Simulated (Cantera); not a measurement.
What does this Cantera script print?

```python
import numpy as np
import cantera as ct

gas_names = """
    CL CL2 H HCL H2 Si SiCL SiCL2 SiCL3 SiCL4 SiH SiHCL3 SiH2 SiH2CL2 SiH3 SiH3CL SiH4 Si2 Si3
""".split()
cond_names = """
    Si(cr) Si(L)
""".split()


def load(file, names, dense=False):
    # The tables refer to 1 bar. Condensed volumes are neglected.
    table = {s.name: s for s in ct.Species.list_from_file(file)}
    out = []
    for n in names:
        d = dict(table[n].input_data)
        d["thermo"] = dict(d["thermo"], **{"reference-pressure": 1e5})
        if dense:
            d["equation-of-state"] = {"model": "constant-volume", "density": "1e6 g/cm^3"}
        out.append(ct.Species.from_dict(d))
    return out


gas = ct.Solution(thermo="ideal-gas", species=load("nasa_gas.yaml", gas_names))
cond = {s.name: ct.Solution(thermo="fixed-stoichiometry", species=[s], name=s.name)
        for s in load("nasa_condensed.yaml", cond_names, dense=True)}
atoms = {
    'Si2Cl6': {'Si': 2, 'CL': 6},
    'H2': {'H': 2},
}
top_T = {}  # K; cautious upper limits of use, not melting points


def equilibrate(T, P, feed):
    n = {}
    for name, mol in feed.items():
        for a, k in atoms[name].items():
            n[a] = n.get(a, 0.0) + k * mol
    gas.TPX = T, P, n
    mass = sum(n.values()) * gas.mean_molecular_weight
    gas.equilibrate("TP")
    valid = [c for c in cond.values() if c.min_temp <= T <= top_T.get(c.name, c.max_temp)]
    mix = ct.Mixture([(gas, mass / gas.mean_molecular_weight)] + [(c, 0.0) for c in valid])
    mix.T, mix.P = T, P
    mix.equilibrate("TP", solver="vcs", rtol=1e-11, max_steps=5000)
    return mix


results = []
feed = {'Si2Cl6': 1, 'H2': 430}  # mol
T = 1000  # K
for P in [100, 230, 540, 1300, 2900, 6800, 16000, 37000, 86000, 200000]:
    mix = equilibrate(T, P, feed)
    results.append((T, P, feed, dict(zip(mix.species_names, mix.species_moles))))
    x = sorted(zip(gas.X, gas.species_names), reverse=True)
    print(f"T = {T:g} K  P = {P:g} Pa  gas = {mix.phase_moles(0):.4g} mol")
    print("   x: " + "  ".join(f"{s} {v:.3e}" for v, s in x if v > 1e-06))
    print("   condensed (mol): " + ("  ".join(f"{mix.phase(i).name} {mix.phase_moles(i):.4g}"
          for i in range(1, mix.n_phases) if mix.phase_moles(i) > 1e-12) or "none"))
```

It prints:

```
T = 1000 K  P = 100 Pa  gas = 432.9 mol
   x: H2 9.870e-01  HCL 1.253e-02  SiCL2 2.704e-04  SiCL4 1.182e-04  SiHCL3 6.561e-05  SiCL3 3.633e-05  SiH2CL2 3.928e-06
   condensed (mol): Si(cr) 1.786
T = 1000 K  P = 230 Pa  gas = 432.8 mol
   x: H2 9.874e-01  HCL 1.193e-02  SiCL2 2.450e-04  SiCL4 2.231e-04  SiHCL3 1.301e-04  SiCL3 4.751e-05  SiH2CL2 8.187e-06
   condensed (mol): Si(cr) 1.717
T = 1000 K  P = 540 Pa  gas = 432.7 mol
   x: H2 9.881e-01  HCL 1.101e-02  SiCL4 3.792e-04  SiHCL3 2.399e-04  SiCL2 2.084e-04  SiCL3 5.713e-05  SiH2CL2 1.637e-05
   condensed (mol): Si(cr) 1.61
T = 1000 K  P = 1300 Pa  gas = 432.6 mol
   x: H2 9.890e-01  HCL 9.792e-03  SiCL4 5.705e-04  SiHCL3 4.060e-04  SiCL2 1.648e-04  SiCL3 6.230e-05  SiH2CL2 3.117e-05
   condensed (mol): Si(cr) 1.466
T = 1000 K  P = 2900 Pa  gas = 432.4 mol
   x: H2 9.899e-01  HCL 8.557e-03  SiCL4 7.408e-04  SiHCL3 6.039e-04  SiCL2 1.257e-04  SiCL3 6.201e-05  SiH2CL2 5.310e-05  SiH3CL 1.192e-06
   condensed (mol): Si(cr) 1.314
T = 1000 K  P = 6800 Pa  gas = 432.2 mol
   x: H2 9.908e-01  HCL 7.236e-03  SiCL4 8.868e-04  SiHCL3 8.556e-04  SiCL2 8.982e-05  SiH2CL2 8.905e-05  SiCL3 5.735e-05  SiH3CL 2.366e-06
   condensed (mol): Si(cr) 1.144
T = 1000 K  P = 16000 Pa  gas = 432 mol
   x: H2 9.916e-01  HCL 5.990e-03  SiHCL3 1.141e-03  SiCL4 9.780e-04  SiH2CL2 1.436e-04  SiCL2 6.149e-05  SiCL3 4.983e-05  SiH3CL 4.612e-06
   condensed (mol): Si(cr) 0.9725
T = 1000 K  P = 37000 Pa  gas = 431.8 mol
   x: H2 9.923e-01  HCL 4.894e-03  SiHCL3 1.438e-03  SiCL4 1.007e-03  SiH2CL2 2.217e-04  SiCL3 4.129e-05  SiCL2 4.103e-05  SiH3CL 8.722e-06
   condensed (mol): Si(cr) 0.809
T = 1000 K  P = 86000 Pa  gas = 431.7 mol
   x: H2 9.929e-01  HCL 3.937e-03  SiHCL3 1.739e-03  SiCL4 9.782e-04  SiH2CL2 3.333e-04  SiCL3 3.273e-05  SiCL2 2.653e-05  SiH3CL 1.632e-05
   condensed (mol): Si(cr) 0.6506
T = 1000 K  P = 200000 Pa  gas = 431.5 mol
   x: H2 9.934e-01  HCL 3.124e-03  SiHCL3 2.020e-03  SiCL4 9.015e-04  SiH2CL2 4.882e-04  SiH3CL 3.013e-05  SiCL3 2.493e-05  SiCL2 1.670e-05
   condensed (mol): Si(cr) 0.4974
```

Method: chemical equilibrium by Gibbs-energy minimisation in Cantera with the NASA 1993 tables (ideal gas, pure condensed phases). The feed counts by its element totals alone. The tables' values for SiCl3 are old estimates; treat these amounts as uncertain.
